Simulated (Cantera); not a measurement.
Charge: 1 mol Si, 8.4 mol Cl2, 1.7 mol H2, 3.7 mol HF, at 3.80 Pa.

Method: chemical equilibrium by Gibbs-energy minimisation in Cantera with the NASA 1993 tables (ideal gas, pure condensed phases). Candidate condensed phases: Si; 37 gas species. The tables' values for SiF3, SiCl3 are old estimates; treat these amounts as uncertain. Rates play no part. All values below are at 1373 K.

Base state: Cl 0.510, HCl 0.408, SiF4 0.0526, Cl2 0.0187, SiCl4 0.00554, HF 0.00485, SiF3 3.19e-5, SiCl3 2.80e-5 (mole fractions); condensed: gas only.

### Question
What changes in the equilibrium state with this change: pressure from 3.80 Pa to 0.100 bar?

### Answer
```json
[
 {"species": "HCl", "before": "0.408", "after": "0.537"},
 {"species": "Cl2", "before": "0.0187", "after": "0.338"},
 {"species": "SiF4", "before": "0.0526", "after": "0.0691"},
 {"species": "Cl", "before": "0.510", "after": "0.0423"},
 {"species": "SiF3", "before": "3.19e-5", "after": "1.93e-7"},
 {"species": "SiCl3", "before": "2.80e-5", "after": "1.69e-7"},
 {"species": "SiCl4", "before": "0.00554", "after": "0.00733"}
]
```
